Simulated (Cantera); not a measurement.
**Moist CO burnout**

A perfectly stirred reactor is fed with 0.511 % CO, 0.874 % O2, 0.364 % H2O, 98.3 % N2, equivalence ratio 0.29, at 13300 Pa; it is held at 1375 K, and followed from long to short residence time.

Computed with Cantera and GRI-Mech 3.0 (53 species, 325 reactions).

| τ (s) | x CO | x O2 | x H2O | x OH | x NO2 | x H2O2 |
|---|---|---|---|---|---|---|
| 1.0 | 0.000246 | 0.00626 | 0.00351 | 0.000103 | 8.54e-11 | 5.79e-9 |
| 0.56 | 0.000351 | 0.00629 | 0.00346 | 0.000121 | 6.92e-11 | 7.20e-9 |
| 0.31 | 0.000499 | 0.00635 | 0.00340 | 0.000141 | 5.88e-11 | 8.65e-9 |
| 0.17 | 0.000705 | 0.00642 | 0.00331 | 0.000162 | 5.09e-11 | 9.99e-9 |
| 0.094 | 0.000978 | 0.00653 | 0.00321 | 0.000181 | 4.29e-11 | 1.10e-8 |
| 0.051 | 0.00136 | 0.00670 | 0.00312 | 0.000196 | 3.33e-11 | 1.16e-8 |
| 0.028 | 0.00185 | 0.00692 | 0.00307 | 0.000202 | 2.26e-11 | 1.17e-8 |
| 0.016 | 0.00246 | 0.00721 | 0.00310 | 0.000197 | 1.31e-11 | 1.14e-8 |
| 0.0086 | 0.00329 | 0.00763 | 0.00322 | 0.000174 | 5.22e-12 | 9.99e-9 |
| 0.0047 | 0.00415 | 0.00811 | 0.00340 | 0.000128 | 1.28e-12 | 7.00e-9 |
| 0.0026 | 0.00481 | 0.00852 | 0.00356 | 6.15e-5 | <1e-12 | 2.40e-9 |
x: mole fraction; the columns are a selection and need not sum to one.
